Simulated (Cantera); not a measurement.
## Thermodynamics of chlorosilane synthesis and conversion, feed Si + HCl + H2

A closed system holds: 1 mol Si, a varied amount of HCl, 2.5 mol H2, at 550 K and 0.660 bar.

These are equilibrium values from Cantera (NASA tables, ideal gas, pure condensed phases), not measurements of a reactor. Candidate condensed phases: Si; 19 gas species. Rates play no part.

From 0.73 mol HCl to 3.3 mol HCl the condensed part is Si(s). At 4 mol HCl nothing is condensed. The main Si-bearing gas is SiCl4 throughout. The share of Si in condensed phases is highest at 0.73 mol HCl (79.3 %) and lowest at 4 mol HCl (0.0 %).

| n(HCl) (mol) | x H2 | x SiCl4 | x SiHCl3 | x SiH2Cl2 | x HCl | x SiH3Cl | x SiCl3 | x SiH4 | n Si(s) |
|---|---|---|---|---|---|---|---|---|---|
| 0.73 | 0.932 | 0.0375 | 0.0298 | 0.00100 | 8.86e-6 | 6.19e-6 | 1.71e-8 | 2.03e-8 | 0.793 |
| 0.86 | 0.922 | 0.0435 | 0.0332 | 0.00107 | 9.15e-6 | 6.33e-6 | 1.91e-8 | 1.99e-8 | 0.757 |
| 1 | 0.913 | 0.0497 | 0.0365 | 0.00113 | 9.41e-6 | 6.44e-6 | 2.11e-8 | 1.95e-8 | 0.719 |
| 1.2 | 0.900 | 0.0580 | 0.0407 | 0.00120 | 9.72e-6 | 6.55e-6 | 2.37e-8 | 1.89e-8 | 0.664 |
| 1.4 | 0.888 | 0.0658 | 0.0444 | 0.00127 | 9.96e-6 | 6.63e-6 | 2.60e-8 | 1.85e-8 | 0.609 |
| 1.7 | 0.873 | 0.0764 | 0.0493 | 0.00134 | 1.03e-5 | 6.71e-6 | 2.91e-8 | 1.78e-8 | 0.527 |
| 2 | 0.859 | 0.0860 | 0.0534 | 0.00140 | 1.05e-5 | 6.74e-6 | 3.18e-8 | 1.73e-8 | 0.445 |
| 2.4 | 0.843 | 0.0974 | 0.0581 | 0.00146 | 1.07e-5 | 6.76e-6 | 3.49e-8 | 1.66e-8 | 0.335 |
| 2.8 | 0.829 | 0.107 | 0.0620 | 0.00151 | 1.09e-5 | 6.76e-6 | 3.76e-8 | 1.61e-8 | 0.226 |
| 3.3 | 0.814 | 0.118 | 0.0661 | 0.00156 | 1.10e-5 | 6.74e-6 | 4.04e-8 | 1.55e-8 | 0.0904 |
| 4 | 0.817 | 0.181 | 0.00106 | 2.61e-7 | 0.00106 | 1.18e-11 | 6.46e-10 | <1e-12 | 0 |
x: gas mole fraction; n: condensed amount in mol.
